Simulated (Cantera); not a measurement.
Input: 1 mol Fe(CO)₅, 7 mol H₂, at 900 K and 13.3 mbar.

These are equilibrium values from Cantera (NASA tables, ideal gas, pure condensed phases), not measurements of a reactor. Condensed phases not in the tables: cementite and carbon dissolved in iron. The numbers say what is thermodynamically allowed, not how fast it happens.

```
species            before     after
----------------  -------  --------
H₂                  0.585     0.583
CO                  0.395     0.414
CO₂                0.0116   0.00135
H₂O               0.00747   0.00131
CH₄               0.00142  0.000441
C(graphite), mol    0.207    0.0265
Fe(α), mol           1.00      1.00
```
Gas species are given as mole fractions.

Question: Which change was made?
A) temperature from 900 K to 998.15 K
B) pressure from 13.3 mbar to 0.133 bar
C) H₂ from 7 to 4 mol
D) H₂ from 7 to 1.4 mol

Answer: A, temperature from 900 K to 998.15 K
